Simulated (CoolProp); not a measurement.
A single-stage vapour-compression cycle with dimethyl ether: evaporating at 255.15 K (dew point), condensing at 287.15 K (bubble point), superheat 2 K, subcooling 8 K, compressor efficiency 0.9, no pressure losses. Each further row changes one setting.

The numbers come from the reference Helmholtz-energy equation of state, Wu 2011 in CoolProp.

```json
[
 {"case": "as stated", "cooling COP": "6.71", "pressure ratio": "3.14", "discharge temperature (K)": "305.7", "refrigerating effect (kJ/kg)": "405", "volumetric capacity (kJ/m³)": "1230"},
 {"case": "evaporating temperature 260.15 K", "cooling COP": "8.24", "pressure ratio": "2.57", "discharge temperature (K)": "302.5", "refrigerating effect (kJ/kg)": "410", "volumetric capacity (kJ/m³)": "1500"},
 {"case": "condensing temperature 282.15 K", "cooling COP": "8.09", "pressure ratio": "2.68", "discharge temperature (K)": "298.6", "refrigerating effect (kJ/kg)": "416", "volumetric capacity (kJ/m³)": "1270"},
 {"case": "subcooling 13 K", "cooling COP": "6.90", "pressure ratio": "3.14", "discharge temperature (K)": "305.7", "refrigerating effect (kJ/kg)": "416", "volumetric capacity (kJ/m³)": "1270"},
 {"case": "superheat 12 K", "cooling COP": "6.65", "pressure ratio": "3.14", "discharge temperature (K)": "316.2", "refrigerating effect (kJ/kg)": "419", "volumetric capacity (kJ/m³)": "1220"},
 {"case": "compressor efficiency 0.8", "cooling COP": "5.96", "pressure ratio": "3.14", "discharge temperature (K)": "310.3", "refrigerating effect (kJ/kg)": "405", "volumetric capacity (kJ/m³)": "1230"}
]
```
